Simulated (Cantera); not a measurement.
CH3Cl + CH4 + H2 (fluorocarbon and chlorocarbon gases)

Feed: 1 mol CH3Cl, 0.88 mol CH4, 12 mol H2.

Equilibrium computed with Cantera from the NASA thermochemical tables; the gas is ideal and each condensed phase is pure. Candidate condensed phases: C, C6H6, C7H8, C8H18; 91 gas species. The numbers say what is thermodynamically allowed, not how fast it happens.

Problem. Map the stable condensed phases over T = 2048, 2123, 2198, 2273, 2348, 2423, 2498, 2573, 2648, 2723, 2798, 2873, 2948 K and P in Pa = 1, 4.2, 18, 75, 320, 1300, 5600, 24000, 100000.

Solution. 
```
T in K \ P in Pa
              1    4.2     18     75    320   1300   5600  24000 100000
   2948       A      A      A      A      A      A      B      B      B
   2873       A      A      A      A      A      B      B      B      B
   2798       A      A      A      A      B      B      B      B      B
   2723       A      A      A      B      B      B      B      B      B
   2648       A      A      A      B      B      B      B      B      B
   2573       A      A      B      B      B      B      B      B      B
   2498       A      B      B      B      B      B      B      B      B
   2423       B      B      B      B      B      B      B      B      B
   2348       B      B      B      B      B      B      B      B      B
   2273       B      B      B      B      B      B      B      B      B
   2198       B      B      B      B      B      B      B      B      B
   2123       B      B      B      B      B      B      B      B      B
   2048       B      B      B      B      B      B      B      B      B
```
A: gas only; B: C.
